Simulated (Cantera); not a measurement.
# CH3Cl + HCl (fluorocarbon and chlorocarbon gases)

Input: 1 mol CH3Cl, 0.85 mol HCl, held at 2.40 Pa.

Method: chemical equilibrium by Gibbs-energy minimisation in Cantera with the NASA 1993 tables (ideal gas, pure condensed phases). Candidate condensed phases: C, C6H6, C7H8, C8H18; 103 gas species. Ions and electrons are included (thermal ionisation). Equilibrium is a limit: real reactors are often held back by kinetics, nucleation or transport.

From 3000 K to 5000 K nothing is condensed. The main C-bearing gas is C throughout.

```tsv
T (K)	x H	x Cl	x C	x C2	x e-	x C+
3000	0.581	0.279	0.131	0.00511	3.80e-7	3.78e-7
3250	0.575	0.276	0.147	0.000974	2.38e-6	2.35e-6
3500	0.575	0.276	0.149	0.000197	1.10e-5	1.09e-5
3750	0.575	0.276	0.149	4.87e-5	4.19e-5	4.10e-5
4000	0.575	0.276	0.149	1.42e-5	0.000135	0.000131
4250	0.574	0.276	0.149	4.80e-6	0.000383	0.000367
4500	0.574	0.276	0.148	1.81e-6	0.000970	0.000915
4750	0.573	0.275	0.147	7.51e-7	0.00223	0.00207
5000	0.572	0.274	0.144	3.33e-7	0.00473	0.00430
```
x: gas mole fraction; nothing condenses.
